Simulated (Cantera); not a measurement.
A perfectly stirred reactor is fed with CH₄ : O₂ : N₂ = 0.61 : 3.12 : 11.8 (molar parts), at 3750 Torr; it is adiabatic with a 423 K inlet, and is followed from long to short residence time, starting on the burning branch (τ in s: 0.12, 0.056, 0.025, 0.011, 0.0052, 0.0023, 0.0011, 0.00048, 0.00022, 9.7e-05, 4.4e-05, 2e-05).

Cantera simulation using GRI-Mech 3.0 (53 species, 325 reactions); the numbers are that mechanism's predictions, not measurements.

### Question
Predict: blow-out, bracketed by the residence times tried; x(CH₄) at τ = 0.120 s; x(O₂) at τ = 0.120 s; x(C₂H₄) at τ = 0.120 s; x(C₂H₆) at τ = 0.120 s; x(O) at τ = 0.120 s; x(CH₄) at τ = 1.10 ms; x(O₂) at τ = 1.10 ms.

### Answer
```json
{
 "blow_out_bracketed_by_the_residence_times_tried": "burning at 25.0 ms, out at 11.0 ms",
 "x(CH₄) at τ = 0.120 s": "0.000135",
 "x(O₂) at τ = 0.120 s": "0.123",
 "x(C₂H₄) at τ = 0.120 s": "2.56e-6",
 "x(C₂H₆) at τ = 0.120 s": "7.26e-7",
 "x(O) at τ = 0.120 s": "1.98e-6",
 "x(CH₄) at τ = 1.10 ms": "0.0393",
 "x(O₂) at τ = 1.10 ms": "0.201"
}
```
